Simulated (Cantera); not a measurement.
Charge: 1 mol SiHCl3, 0.028 mol HCl, 5.7 mol H2, held at 0.0200 bar.

Equilibrium computed with Cantera from the NASA thermochemical tables; the gas is ideal and each condensed phase is pure. Candidate condensed phases: Si; 19 gas species. The numbers say what is thermodynamically allowed, not how fast it happens.

**Question.** What share of the Si ends up in condensed phases as a function of T (K), at 973, 1023, 1073, 1123, 1173, 1223, 1273, 1323, 1373, 1423, 1473, 1523, 1573, 1623?

**Answer.** 
```json
[
 {"T (K)": "973", "Si condensed (%)": "24.3", "as": "Si(s)"},
 {"T (K)": "1023", "Si condensed (%)": "25.7", "as": "Si(s)"},
 {"T (K)": "1073", "Si condensed (%)": "27.1", "as": "Si(s)"},
 {"T (K)": "1123", "Si condensed (%)": "28.1", "as": "Si(s)"},
 {"T (K)": "1173", "Si condensed (%)": "28.1", "as": "Si(s)"},
 {"T (K)": "1223", "Si condensed (%)": "26.7", "as": "Si(s)"},
 {"T (K)": "1273", "Si condensed (%)": "23.9", "as": "Si(s)"},
 {"T (K)": "1323", "Si condensed (%)": "20.4", "as": "Si(s)"},
 {"T (K)": "1373", "Si condensed (%)": "17.2", "as": "Si(s)"},
 {"T (K)": "1423", "Si condensed (%)": "14.7", "as": "Si(s)"},
 {"T (K)": "1473", "Si condensed (%)": "12.8", "as": "Si(s)"},
 {"T (K)": "1523", "Si condensed (%)": "11.5", "as": "Si(s)"},
 {"T (K)": "1573", "Si condensed (%)": "10.4", "as": "Si(s)"},
 {"T (K)": "1623", "Si condensed (%)": "9.5", "as": "Si(s)"}
]
```
